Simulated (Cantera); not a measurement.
A closed system holds: 1 mol toluene, 1.5 mol O₂, at 2773.15 K and 0.00130 bar.

Equilibrium computed with Cantera from the NASA thermochemical tables; the gas is ideal and each condensed phase is pure. Kinetics and transport are ignored.

| species | before | after |
|---|---|---|
| H₂ | 0.0840 | 0.564 |
| CO | 0.290 | 0.427 |
| H | 0.598 | 0.00904 |
| C₃ | 0.0174 | <1e-9 |
| C | 0.00377 | <1e-9 |
| C₂ | 0.00169 | <1e-9 |
| C₅ | 0.000151 | <1e-9 |
| C₂H | 0.00220 | 1.85e-8 |
| C₄ | 2.93e-5 | <1e-9 |
| CH | 2.65e-5 | <1e-9 |
| C(graphite), mol | 3.28 | 4.00 |
Gas species are given as mole fractions.

### Question
What was changed between the two runs?
A. temperature from 2773.15 K to 2048.15 K
B. temperature from 2773.15 K to 1375 K
C. temperature from 2773.15 K to 2125 K
D. temperature from 2773.15 K to 1823.15 K

### Answer
D, temperature from 2773.15 K to 1823.15 K
